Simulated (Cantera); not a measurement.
A freely propagating, adiabatic, planar premixed flame of CH4 : CO : O2 : N2 = 1 : 0.075 : 2.34 : 8.81 (molar parts), equivalence ratio 0.87, unburnt at 375 K and 1200 Torr; mixture-averaged transport, grid criteria slope 0.08 and curve 0.16, no radiation.

Cantera simulation using GRI-Mech 3.0 (53 species, 325 reactions); the numbers are that mechanism's predictions, not measurements. Burning velocities carry a grid error of a few per cent, more on coarse grids.

Problem. How do the results move with these cheaper or finer settings: unity-Lewis-number transport; multicomponent transport; multicomponent+Soret transport; grid criteria slope 0.5, curve 1; grid criteria slope 0.25, curve 0.5; grid criteria slope 0.03, curve 0.06?

Solution. 
```
setting                               laminar burning velocity  thermal thickness  peak x(C2H4)  grid points  grid points
------------------------------------  ------------------------  -----------------  ------------  -----------  -----------
as above                                             41.0 cm/s           0.311 mm      0.000321          144          144
unity-Lewis-number transport                         35.2 cm/s           0.321 mm      0.000245          137          137
multicomponent transport                             41.3 cm/s           0.315 mm      0.000330          144          144
multicomponent+Soret transport                       40.5 cm/s           0.317 mm      0.000321          144          144
grid criteria slope 0.5, curve 1                     45.1 cm/s           0.339 mm      0.000324           34           34
grid criteria slope 0.25, curve 0.5                  42.1 cm/s           0.320 mm      0.000323           58           58
grid criteria slope 0.03, curve 0.06                 40.4 cm/s           0.309 mm      0.000324          337          337
```
The base run took about 29 core-seconds (a rough figure).
Unity Lewis numbers drop preferential diffusion, which matters most where H2 and H carry the flame; Soret adds thermal diffusion.
